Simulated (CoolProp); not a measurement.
Vapour-liquid equilibrium of R1234yf (1) + R1234ze(E) (2) at 187.8 K; x and y are mole fractions of (1).

Values from CoolProp's multi-fluid Helmholtz-energy mixture model, Lemmon 2022 and Thol 2016; pair parameters Bell 2022.

| x | bubble pressure (MPa) | y at the bubble point | dew pressure at overall composition x (MPa) | liquid density (mol/L) |
|---|---|---|---|---|
| 0.05 | 0.001688 | 0.116 | 0.001619 | 12.82 |
| 0.125 | 0.001856 | 0.258 | 0.001698 | 12.78 |
| 0.2 | 0.002015 | 0.373 | 0.001784 | 12.75 |
| 0.275 | 0.002169 | 0.469 | 0.001878 | 12.71 |
| 0.35 | 0.002318 | 0.552 | 0.001982 | 12.68 |
| 0.425 | 0.002463 | 0.625 | 0.002096 | 12.64 |
| 0.5 | 0.002608 | 0.690 | 0.002222 | 12.61 |
| 0.575 | 0.002751 | 0.749 | 0.002362 | 12.57 |
| 0.65 | 0.002894 | 0.802 | 0.002517 | 12.53 |
| 0.725 | 0.003037 | 0.852 | 0.002691 | 12.50 |
| 0.8 | 0.003181 | 0.897 | 0.002887 | 12.46 |
| 0.875 | 0.003325 | 0.938 | 0.003110 | 12.42 |
| 0.95 | 0.003470 | 0.976 | 0.003369 | 12.39 |

No azeotrope shows between x = 0.05 and 0.95.

The pair parameters rest on a limited set of measurements; away from them the model extrapolates.
